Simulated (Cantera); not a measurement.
Equilibrium for silicon oxide and oxynitride deposition: SiCl4 + H2O + N2

Charge: 1 mol SiCl4, 11 mol H2O, 63 mol N2, at 12.0 mbar.

These are equilibrium values from Cantera (NASA tables, ideal gas, pure condensed phases), not measurements of a reactor. Candidate condensed phases: H2O, NH4Cl, Si, SiO2, Si2N2O, Si3N4; 47 gas species. The tables hold silica as quartz up to 1696 K and as liquid above; real silica turns to tridymite and cristobalite and melts near 1996 K. Equilibrium is a limit: real reactors are often held back by kinetics, nucleation or transport.

```tsv
T (K)	x N2	x H2O	x HCl	x Cl	x H2	x O2	n SiO2(α-quartz)	n SiO2(β-quartz)
600	0.829	0.118	0.0526	2.22e-12	1.56e-10	<1e-12	1.00	0
700	0.829	0.118	0.0526	2.82e-10	2.33e-9	<1e-12	1.00	0
800	0.829	0.118	0.0526	1.03e-8	1.97e-8	8.11e-12	1.00	0
900	0.829	0.118	0.0526	1.52e-7	1.29e-7	7.14e-10	0	1.00
1000	0.829	0.118	0.0526	1.18e-6	7.43e-7	1.62e-8	0	1.00
1100	0.829	0.118	0.0526	5.90e-6	3.56e-6	1.60e-7	0	1.00
1200	0.829	0.118	0.0526	2.20e-5	1.39e-5	9.77e-7	0	1.00
```
x: gas mole fraction; n: condensed amount in mol.

From 600 K to 800 K the condensed part is SiO2(α-quartz). From 900 K to 1200 K the condensed part is SiO2(β-quartz).
